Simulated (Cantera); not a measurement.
Input: 1 mol PbO, 0.16 mol CO, a varied amount of H₂, equilibrated at 773.15 K and 10.5 Torr.

Cantera equilibrium calculation (NASA polynomials, part measured and part estimated; ideal gas, pure solids and liquids). Candidate condensed phases: C, C₆H₆, C₇H₈, C₈H₁₈, H₂O, Pb, PbO, PbO₂, Pb₃O₄; 113 gas species. Kinetics and transport are ignored.

### Question
At 0.48 mol H₂, list the 3 most abundant gas species with their mole fractions, and the condensed phases.

### Answer
H₂O 0.750, CO₂ 0.250, H₂ 4.12e-5. Condensed: Pb(l) + PbO(yellow).
